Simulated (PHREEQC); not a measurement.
# Geothermal or formation water: speciation

A made-up water analysis in mmol/kgw, 75 °C, pH 7.64, pe 9.2:

| constituent | mmol/kgw |
|---|---|
| Na | 93.3 |
| K | 0.143 |
| Ca | 2.35 |
| Mg | 1.33 |
| Cl | 80.4 |
| S(6) | 10.4 |
| Alkalinity (meq/kgw) | 0.0613 |
| N(5) | 0.352 |

Valence states are taken as typed.

Equilibrium calculation in PHREEQC: ion-association model, phreeqc.dat.

Precipitation was switched off in this run.

What specific conductance does the model give?

specific conductance 23200 µS/cm.

In which forms is Ca present?

Ca+2 82 %, CaSO4 18 % of the Ca.

Species that the database lacks are ignored. At this temperature some constants are extrapolated from 25 °C, and those without enthalpy data are left unchanged.
